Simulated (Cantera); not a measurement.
Mixture: H₂ : O₂ : N₂ = 1 : 0.333 : 1.25 (molar parts), equivalence ratio 1.5, at 0.415 atm, adiabatic and at constant pressure. Ignition delay is the time to a rise of 400 K.

Cantera simulation using the H2/O2 subset of GRI-Mech 3.0, which has no nitrogen chemistry; the numbers are that mechanism's predictions, not measurements. Where the delays flatten at high temperature, the 400 K rule measures the pace of heat release, not the induction time.

What does this change do: H2 1 to 0.43 parts?


```json
[
 {"quantity": "delay at 1050 K", "before": "0.292 ms", "after": "0.278 ms"},
 {"quantity": "delay at 1200 K", "before": "0.120 ms", "after": "0.125 ms"},
 {"quantity": "delay at 1350 K", "before": "74.0 µs", "after": "86.2 µs"},
 {"quantity": "delay at 1500 K", "before": "60.8 µs", "after": "79.4 µs"}
]
```
